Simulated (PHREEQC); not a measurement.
Consider water at 25 °C with 11 mmol/kgw HF, 0.047 mmol/kgw NH4HF2 and 0.5 mmol/kgw H2SiF6. Closed to the air; pH follows from the charge balance.

Model: ion-association model, phreeqc.dat, run in PHREEQC.

* **pH**: 2.53
* **ionic strength**: 0.00370 mol/kgw
* **total alkalinity**: -14.1 meq/kg

| species | molality | activity | log γ |
|---|---|---|---|
| HF | 0.00883 | 0.00883 | 0.000 |
| H+ | 0.00315 | 0.00296 | -0.026 |
| F- | 0.00212 | 0.00199 | -0.029 |
| SiF6-2 | 0.000500 | 0.000386 | -0.113 |
| HF2- | 7.20e-5 | 6.73e-5 | -0.029 |
| NH4+ | 4.70e-5 | 4.39e-5 | -0.030 |
| H4SiO4 | 5.35e-8 | 5.35e-8 | 0.000 |

Precipitation was switched off in this run. Species that the database lacks are ignored. SiF6-2 is the database's only silicon fluoride.
